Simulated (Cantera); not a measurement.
A closed system holds: 1 mol Si2H6, 0.0039 mol Cl2, 3.1 mol N2, 0.65 mol HCl, held at 1600 K and 51.8 Torr.

Equilibrium computed with Cantera from the NASA thermochemical tables; the gas is ideal and each condensed phase is pure. Candidate condensed phases: NH4Cl, Si, Si3N4; 28 gas species. The feed counts by its element totals alone. The tables' values for SiCl3 are old estimates; treat these amounts as uncertain. Equilibrium is a limit: real reactors are often held back by kinetics, nucleation or transport.

Base state: H2 0.556, N2 0.328, HCl 0.111, SiCl2 0.00431, SiCl3 0.000231, H 0.000154, SiCl4 3.05e-5, Cl 2.45e-5 (mole fractions); condensed: Si3N4(s).

### Question
What changes in the equilibrium state with this change: temperature from 1600 K to 873 K?

### Answer
```
species          before     after
-------------  --------  --------
H2                0.556     0.553
N2                0.328     0.326
HCl               0.111     0.120
SiCl2           0.00431     <1e-9
SiCl4           3.05e-5  0.000320
H              0.000154     <1e-9
Cl              2.45e-5     <1e-9
SiCl3          0.000231   4.32e-8
NH3             7.64e-7   2.46e-5
SiHCl3          2.19e-5   3.16e-6
Si3N4(s), mol     0.658     0.666
```
N2 is the only nitrogen source here; it is nearly inert below about 1500 K, so the nitride shown seldom forms there in practice.
